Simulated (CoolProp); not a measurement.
A single-stage vapour-compression cycle with R407C: evaporating at 285.15 K (dew point), condensing at 317.15 K (bubble point), superheat 8 K, subcooling 0 K, compressor efficiency 0.9, no pressure losses. Each further row changes one setting.

The numbers come from the reference Helmholtz-energy equation of state, Lemmon 2003 in CoolProp. It is a pseudo-pure fit of the blend.

```csv
case,cooling COP,pressure ratio,discharge temperature (K),refrigerating effect (kJ/kg),volumetric capacity (kJ/m³)
as stated,5.41,2.80,341.9,156,4350
evaporating temperature 290.15 K,6.51,2.40,340.1,158,5160
condensing temperature 312.15 K,6.46,2.48,335.8,164,4580
subcooling 5 K,5.70,2.80,341.9,164,4590
superheat 18 K,5.43,2.80,351.8,166,4390
compressor efficiency 0.8,4.81,2.80,345.0,156,4350
```
